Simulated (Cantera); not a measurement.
**Reactions in the system C-H-O-Ti**

Standard-state values (1 bar) from the NASA 1993 polynomials, evaluated with Cantera. Values are per mole of reaction as written; species without (g) are pure solids or liquids, kept so even where they would boil at 1 bar.

5 C2H2(g) + 4 Ti3O5 → 10 CO2(g) + 10 H(g) + 12 Ti

```json
[
 {"T (K)": "848", "ΔH° (kJ)": "6873.7", "ΔS° (J/K)": "1989.4", "ΔG° (kJ)": "5186.7", "log10 K": "-319.48", "condensed phases": "Ti3O5(s), Ti(α)"},
 {"T (K)": "948", "ΔH° (kJ)": "6870.6", "ΔS° (J/K)": "1986.0", "ΔG° (kJ)": "4987.9", "log10 K": "-274.83", "condensed phases": "Ti3O5(s), Ti(α)"},
 {"T (K)": "1048", "ΔH° (kJ)": "6867.6", "ΔS° (J/K)": "1983.0", "ΔG° (kJ)": "4789.5", "log10 K": "-238.71", "condensed phases": "Ti3O5(s), Ti(α)"},
 {"T (K)": "1148", "ΔH° (kJ)": "6870.2", "ΔS° (J/K)": "1985.2", "ΔG° (kJ)": "4591.1", "log10 K": "-208.90", "condensed phases": "Ti3O5(s), Ti(α)"},
 {"T (K)": "1248", "ΔH° (kJ)": "6905.1", "ΔS° (J/K)": "2015.8", "ΔG° (kJ)": "4389.4", "log10 K": "-183.71", "condensed phases": "Ti3O5(s), Ti(β)"},
 {"T (K)": "1348", "ΔH° (kJ)": "6892.4", "ΔS° (J/K)": "2006.0", "ΔG° (kJ)": "4188.3", "log10 K": "-162.29", "condensed phases": "Ti3O5(s), Ti(β)"},
 {"T (K)": "1448", "ΔH° (kJ)": "6879.5", "ΔS° (J/K)": "1996.8", "ΔG° (kJ)": "3988.1", "log10 K": "-143.86", "condensed phases": "Ti3O5(s), Ti(β)"},
 {"T (K)": "1548", "ΔH° (kJ)": "6866.3", "ΔS° (J/K)": "1988.0", "ΔG° (kJ)": "3788.9", "log10 K": "-127.85", "condensed phases": "Ti3O5(s), Ti(β)"},
 {"T (K)": "1648", "ΔH° (kJ)": "6852.9", "ΔS° (J/K)": "1979.6", "ΔG° (kJ)": "3590.5", "log10 K": "-113.80", "condensed phases": "Ti3O5(s), Ti(β)"},
 {"T (K)": "1748", "ΔH° (kJ)": "6839.5", "ΔS° (J/K)": "1971.7", "ΔG° (kJ)": "3393.0", "log10 K": "-101.39", "condensed phases": "Ti3O5(s), Ti(β)"},
 {"T (K)": "1848", "ΔH° (kJ)": "6826.0", "ΔS° (J/K)": "1964.2", "ΔG° (kJ)": "3196.2", "log10 K": "-90.34", "condensed phases": "Ti3O5(s), Ti(β)"}
]
```
